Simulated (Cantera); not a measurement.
Feed: 1 mol PbCl2, 22 mol H2, equilibrated at 1273.15 K and 0.640 bar.

Method: chemical equilibrium by Gibbs-energy minimisation in Cantera with the NASA 1993 tables (ideal gas, pure condensed phases). Candidate condensed phases: Pb, PbCl2; 10 gas species. Kinetics and transport are ignored.

Task: What is the equilibrium state?

Result: 
```
Property       Result
----------  ---------
x(H2)           0.914
x(HCl)         0.0712
x(PbCl)       0.00861
x(PbCl2)      0.00325
x(Pb)         0.00287
x(PbCl4)      2.09e-6
n(Pb(l))    0.659 mol
gas amount  23.17 mol
```
